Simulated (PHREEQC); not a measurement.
Make-up at 25 °C: 0.0033 mol/kgw KOH, 4.7e-06 mol/kgw H4SiO4 and 0.0014 mol/kgw (CH3)4NCl. Closed to the air; pH follows from the charge balance.

The numbers come from PHREEQC with the ion-association model, phreeqc.dat.

This is a speciation only: nothing precipitates in the calculation.

Estimate the pH.

pH 11.48.

In which forms is Si present?

H3SiO4- 96 %, H2SiO4-2 2.4 %, H4SiO4 2.0 % of the Si.

Species that the database lacks are ignored. (CH3)4N+ isn't in the database: it is added as a free cation with an ion size of 4 Å.
